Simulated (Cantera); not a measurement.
Cantera run:

```python
import numpy as np
import cantera as ct

gas_names = """
    B BCL BCL2 BCL3 BN B2 CL CL2 N N2
""".split()
cond_names = """
    B(b) B(L) BN(s)
""".split()


# ... load() reads the species with a 1 bar reference pressure and builds the phases ...
atoms = {
    'BCl3': {'B': 1, 'CL': 3},
    'N2': {'N': 2},
}
top_T = {'BN(s)': 3200}  # K; cautious upper limits of use, not melting points


# ... equilibrate(T, P, feed) seeds the gas with the atoms and calls Mixture.equilibrate('TP', solver="vcs", rtol=1e-11, max_steps=5000) ...
results = []
feed = {'BCl3': 1, 'N2': 30}  # mol
for P in [10, 37, 140, 520, 1900, 7200, 27000, 100000]:
    for T in [1075, 1175, 1275, 1375, 1475, 1575, 1675, 1775, 1875, 1975, 2075, 2175, 2275, 2375]:
        mix = equilibrate(T, P, feed)
        results.append((T, P, feed, dict(zip(mix.species_names, mix.species_moles))))

for T, P, feed, n in results:
    print(f"{T:7g} {P:10.4g}  " + (" + ".join(c for c in cond_names if n.get(c, 0) > 1e-12) or "gas only"))
```

It prints:

```
   1075         10  BN(s)
   1175         10  BN(s)
   1275         10  BN(s)
   1375         10  BN(s)
   1475         10  BN(s)
   1575         10  BN(s)
   1675         10  gas only
   1775         10  gas only
   1875         10  gas only
   1975         10  gas only
   2075         10  gas only
   2175         10  gas only
   2275         10  gas only
   2375         10  gas only
   1075         37  BN(s)
   1175         37  BN(s)
   1275         37  BN(s)
   1375         37  BN(s)
   1475         37  BN(s)
   1575         37  BN(s)
   1675         37  gas only
   1775         37  gas only
   1875         37  gas only
   1975         37  gas only
   2075         37  gas only
   2175         37  gas only
   2275         37  gas only
   2375         37  gas only
   1075        140  BN(s)
   1175        140  BN(s)
   1275        140  BN(s)
   1375        140  BN(s)
   1475        140  BN(s)
   1575        140  BN(s)
   1675        140  BN(s)
   1775        140  gas only
   1875        140  gas only
   1975        140  gas only
   2075        140  gas only
   2175        140  gas only
   2275        140  gas only
   2375        140  gas only
   1075        520  BN(s)
   1175        520  BN(s)
   1275        520  BN(s)
   1375        520  BN(s)
   1475        520  BN(s)
   1575        520  BN(s)
   1675        520  BN(s)
   1775        520  gas only
   1875        520  gas only
   1975        520  gas only
   2075        520  gas only
   2175        520  gas only
   2275        520  gas only
   2375        520  gas only
   1075       1900  BN(s)
   1175       1900  BN(s)
   1275       1900  BN(s)
   1375       1900  BN(s)
   1475       1900  BN(s)
   1575       1900  BN(s)
   1675       1900  BN(s)
   1775       1900  BN(s)
   1875       1900  gas only
   1975       1900  gas only
   2075       1900  gas only
   2175       1900  gas only
   2275       1900  gas only
   2375       1900  gas only
   1075       7200  BN(s)
   1175       7200  BN(s)
   1275       7200  BN(s)
   1375       7200  BN(s)
   1475       7200  BN(s)
   1575       7200  BN(s)
   1675       7200  BN(s)
   1775       7200  BN(s)
   1875       7200  gas only
   1975       7200  gas only
   2075       7200  gas only
   2175       7200  gas only
   2275       7200  gas only
   2375       7200  gas only
   1075    2.7e+04  BN(s)
   1175    2.7e+04  BN(s)
   1275    2.7e+04  BN(s)
   1375    2.7e+04  BN(s)
   1475    2.7e+04  BN(s)
   1575    2.7e+04  BN(s)
   1675    2.7e+04  BN(s)
   1775    2.7e+04  BN(s)
   1875    2.7e+04  BN(s)
   1975    2.7e+04  gas only
   2075    2.7e+04  gas only
   2175    2.7e+04  gas only
   2275    2.7e+04  gas only
   2375    2.7e+04  gas only
   1075      1e+05  BN(s)
   1175      1e+05  BN(s)
   1275      1e+05  BN(s)
   1375      1e+05  BN(s)
   1475      1e+05  BN(s)
   1575      1e+05  BN(s)
   1675      1e+05  BN(s)
   1775      1e+05  BN(s)
   1875      1e+05  BN(s)
   1975      1e+05  gas only
   2075      1e+05  gas only
   2175      1e+05  gas only
   2275      1e+05  gas only
   2375      1e+05  gas only
```

Equilibrium computed with Cantera from the NASA thermochemical tables; the gas is ideal and each condensed phase is pure. N2 is the only nitrogen source here; it is nearly inert below about 1500 K, so the nitride shown seldom forms there in practice. The tables' values for BCl2 are old estimates.
